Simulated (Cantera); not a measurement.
An isothermal, constant-pressure homogeneous reactor starts with 75.8 % H2, 14.6 % O2, 9.62 % N2, at 1075 K and 100.0 Torr.

Model: GRI-Mech 3.0 (53 species, 325 reactions), integrated in Cantera. The temperature is held fixed by assumption; the heat of reaction is taken as removed at once.

x: mole fraction; the columns are a selection and need not sum to one.

```json
[
 {"t (s)": "0.000600", "x H2": "0.552", "x O2": "0.0668", "x H2O2": "1.92e-7", "x N2O": "1.52e-10", "x OH": "0.00170"},
 {"t (s)": "0.00157", "x H2": "0.508", "x O2": "4.95e-6", "x H2O2": "3.29e-9", "x N2O": "6.42e-12", "x OH": "0.000123"},
 {"t (s)": "0.00411", "x H2": "0.535", "x O2": "3.92e-7", "x H2O2": "9.43e-10", "x N2O": "1.72e-12", "x OH": "3.58e-5"},
 {"t (s)": "0.0107", "x H2": "0.542", "x O2": "4.71e-8", "x H2O2": "3.24e-10", "x N2O": "<1e-12", "x OH": "1.24e-5"},
 {"t (s)": "0.0281", "x H2": "0.545", "x O2": "6.61e-9", "x H2O2": "1.17e-10", "x N2O": "<1e-12", "x OH": "4.58e-6"},
 {"t (s)": "0.0735", "x H2": "0.546", "x O2": "[?]", "x H2O2": "4.21e-11", "x N2O": "2.67e-12", "x OH": "[?]"},
 {"t (s)": "0.192", "x H2": "0.546", "x O2": "1.81e-10", "x H2O2": "1.44e-11", "x N2O": "3.61e-12", "x OH": "6.54e-7"},
 {"t (s)": "0.503", "x H2": "0.546", "x O2": "3.53e-11", "x H2O2": "4.36e-12", "x N2O": "2.22e-12", "x OH": "2.50e-7"},
 {"t (s)": "1.32", "x H2": "0.546", "x O2": "6.95e-12", "x H2O2": "1.08e-12", "x N2O": "<1e-12", "x OH": "[?]"},
 {"t (s)": "3.44", "x H2": "0.546", "x O2": "1.24e-12", "x H2O2": "<1e-12", "x N2O": "<1e-12", "x OH": "3.64e-8"},
 {"t (s)": "9.00", "x H2": "0.546", "x O2": "<1e-12", "x H2O2": "<1e-12", "x N2O": "<1e-12", "x OH": "1.39e-8"}
]
```

Complete the blanks.


- 0.0735, x O2: 1.03e-9
- 0.0735, x OH: 1.72e-6
- 1.32, x OH: 9.53e-8
